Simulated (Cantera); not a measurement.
Input: 1 mol CH₃Cl, 0.023 mol HCl, at 1500 Pa.

Equilibrium computed with Cantera from the NASA thermochemical tables; the gas is ideal and each condensed phase is pure. Candidate condensed phases: C, C₆H₆, C₇H₈, C₈H₁₈; 103 gas species. Ions and electrons are included (thermal ionisation). Equilibrium is a limit: real reactors are often held back by kinetics, nucleation or transport.

### Question
What share of the C ends up in condensed phases as a function of T (K), at 2000, 2500, 3000, 3500, 4000, 4500, 5000?

### Answer
| T (K) | C condensed (%) | as |
|---|---|---|
| 2000 | 99.8 | C(graphite) |
| 2500 | 97.9 | C(graphite) |
| 3000 | 66.1 | C(graphite) |
| 3500 | 0.0 | - |
| 4000 | 0.0 | - |
| 4500 | 0.0 | - |
| 5000 | 0.0 | - |
